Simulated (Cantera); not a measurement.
What does this Cantera script print?

```python
import numpy as np
import cantera as ct

gas = ct.Solution("gri30.yaml")
gas.TPX = 1298, 26000, {'H2': 0.49, 'O2': 1, 'N2': 0.76}
reactor = ct.IdealGasConstPressureReactor(gas, energy="off", clone=False)
net = ct.ReactorNet([reactor])
net.rtol, net.atol = 1e-08, 1e-18
show = ['H2', 'O2', 'N2O', 'NO', 'H']
times = np.geomspace(3e-05, 6, 13)

steps = ct.SolutionArray(gas, extra=["t"])
rows = []
print(f"{'t/s':>10s}{'T/K':>9s}{'P/Pa':>11s}" + "".join(f"{s:>11s}" for s in show))
for t in times:
    while net.time < t:
        t_next = net.step()
        steps.append(gas.state, t=t_next)
    rows.append([np.interp(t, steps.t, y) for y in (steps.T, steps.P, *steps(*show).X.T)])
    print(f"{t:10.3e}{rows[-1][0]:9.1f}{rows[-1][1]:11.4g}" + "".join(f"{x:11.3e}" for x in rows[-1][2:]))
rate = np.gradient(steps.T, steps.t)
print("integrator steps:", len(steps.t))
if steps.T.max() > steps.T[0] + 200:
    print(f"time of steepest temperature rise: {steps.t[rate.argmax()]:.4e} s")
gas.TPX = 1298, 26000, {'H2': 0.49, 'O2': 1, 'N2': 0.76}
gas.equilibrate("TP")
print(f"equilibrium (TP): T = {gas.T:.1f} K  " + "  ".join(f"{s} {gas[s].X[0]:.3e}" for s in show))
```

Result:

```
       t/s      T/K       P/Pa         H2         O2        N2O         NO          H
 3.000e-05   1298.0    2.6e+04  2.175e-01  4.443e-01  3.476e-12  1.956e-13  1.200e-04
 8.296e-05   1298.0    2.6e+04  1.576e-02  3.485e-01  2.208e-08  2.410e-06  4.917e-02
 2.294e-04   1298.0    2.6e+04  2.728e-03  3.715e-01  5.765e-08  4.547e-06  2.659e-03
 6.344e-04   1298.0    2.6e+04  2.631e-04  3.758e-01  7.589e-08  4.588e-06  6.903e-05
 1.754e-03   1298.0    2.6e+04  3.178e-05  3.763e-01  8.241e-08  4.571e-06  3.429e-06
 4.852e-03   1298.0    2.6e+04  5.559e-06  3.765e-01  8.531e-08  4.573e-06  3.160e-07
 1.342e-02   1298.0    2.6e+04  1.329e-06  3.765e-01  8.662e-08  4.585e-06  4.288e-08
 3.710e-02   1298.0    2.6e+04  3.894e-07  3.765e-01  8.616e-08  4.593e-06  7.387e-09
 1.026e-01   1298.0    2.6e+04  1.378e-07  3.765e-01  8.213e-08  4.593e-06  1.627e-09
 2.837e-01   1298.0    2.6e+04  7.359e-08  3.765e-01  7.029e-08  4.585e-06  6.422e-10
 7.846e-01   1298.0    2.6e+04  6.594e-08  3.765e-01  4.588e-08  4.582e-06  5.440e-10
 2.170e+00   1298.0    2.6e+04  6.586e-08  3.765e-01  1.780e-08  4.582e-06  5.430e-10
 6.000e+00   1298.0    2.6e+04  6.585e-08  3.765e-01  8.743e-09  4.582e-06  5.429e-10
integrator steps: 1686
equilibrium (TP): T = 1298.0 K  H2 6.587e-08  O2 3.764e-01  N2O 8.556e-09  NO 3.646e-04  H 5.429e-10
```

Detailed kinetics in Cantera: GRI-Mech 3.0 (53 species, 325 reactions). The temperature is held fixed by assumption; the heat of reaction is taken as removed at once.
